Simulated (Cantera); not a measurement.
An isothermal, constant-pressure homogeneous reactor starts with C2H6 : N2 = 1 : 35 (molar parts), at 1600 K and 1330 Pa.

Cantera simulation using GRI-Mech 3.0 (53 species, 325 reactions); the numbers are that mechanism's predictions, not measurements. GRI-Mech 3.0 stops at C3 and has no aromatics, soot or wall deposition, so with more carbon than oxygen in the feed, carbon stays in small species such as C2H2 where larger ones or solid carbon would form. Radical loss at walls, strong at low pressure, is not modelled.

x: mole fraction; the columns are a selection and need not sum to one.

```tsv
t (s)	x C2H6	x CH4	x H2	x H	x CH2	x HCN	x C2H2
2.00e-5	0.0277	5.74e-7	5.11e-8	?	1.55e-9	<1e-12	1.72e-12
8.05e-5	0.0273	9.19e-6	2.85e-6	?	9.88e-8	<1e-12	3.95e-10
0.000324	0.0255	0.000140	0.000281	?	3.96e-6	5.73e-9	4.81e-7
0.00130	0.0137	0.00182	0.00756	?	2.30e-5	1.13e-6	0.000491
0.00525	0.000302	0.00653	0.0302	?	1.56e-5	6.71e-6	0.0119
0.0211	9.82e-6	0.00597	0.0413	?	2.07e-6	8.76e-6	0.0211
0.0851	2.25e-6	0.00526	0.0445	?	4.96e-7	9.24e-6	0.0235
0.343	7.05e-7	0.00450	0.0459	6.76e-5	1.67e-7	9.53e-6	0.0241
1.38	3.18e-7	0.00331	0.0477	6.32e-5	1.03e-7	9.91e-6	0.0247
5.55	7.90e-8	0.00143	0.0505	?	6.41e-8	1.10e-5	0.0256
22.4	5.25e-9	0.000310	0.0521	0.000101	2.18e-8	1.37e-5	0.0262
90.0	2.26e-10	6.09e-5	0.0525	0.000108	4.87e-9	1.74e-5	0.0263
```

### Question
What belongs in the gaps?

### Answer

- 2.00e-5, x H: 1.68e-7
- 8.05e-5, x H: 3.20e-6
- 0.000324, x H: 7.89e-5
- 0.00130, x H: 0.000445
- 0.00525, x H: 0.000633
- 0.0211, x H: 0.000218
- 0.0851, x H: 0.000109
- 5.55, x H: 7.90e-5
